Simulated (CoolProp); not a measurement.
Vapour-liquid equilibrium of n-butane (1) + cis-2-butene (2) at 19.1 kPa; x and y are mole fractions of (1).

Computed with CoolProp (multi-fluid Helmholtz-energy mixture model, Bücker 2006 and Lemmon 2005; pair parameters Bell 2016).

Give the bubble temperature and the first vapour's composition at x = 0.25, 0.45, 0.95. Is there an azeotrope?

x = 0.25: -34.9 °C, y = 0.306; x = 0.45: -35.9 °C, y = 0.506; x = 0.95: -37.5 °C, y = 0.957. No azeotrope shows between x = 0.05 and 0.95.

Pair parameters are fitted to limited data, so mixtures are less certain than the pure fluids.
